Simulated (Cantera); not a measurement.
Feed: 1 mol SiH2Cl2, 1100 mol H2, held at 2225 K and 0.0160 bar.

These are equilibrium values from Cantera (NASA tables, ideal gas, pure condensed phases), not measurements of a reactor. Candidate condensed phases: Si; 19 gas species. The numbers say what is thermodynamically allowed, not how fast it happens.

Base state: H2 0.948, H 0.0498, HCl 0.00170, Si 0.000829, Cl 6.49e-5, SiH 4.30e-5 (mole fractions); condensed: gas only.

**Question.** What changes in the equilibrium state with this change: temperature from 2225 K to 1273.15 K?

**Answer.** 
```csv
species,before,after
H2,0.948,0.998
HCl,0.00170,0.00180
H,0.0498,5.65e-6
Si,0.000829,1.13e-9
SiH,4.30e-5,1.38e-9
Cl,6.49e-5,8.64e-9
"Si(s), mol",0,0.991
```

**Question.** What changes in the equilibrium state with this change: temperature from 2225 K to 2450 K?

**Answer.** 
| species | before | after |
|---|---|---|
| H2 | 0.948 | 0.851 |
| H | 0.0498 | 0.147 |
| HCl | 0.00170 | 0.00150 |
| Si | 0.000829 | 0.000809 |
| Cl | 6.49e-5 | 0.000183 |
| SiH | 4.30e-5 | 2.70e-5 |
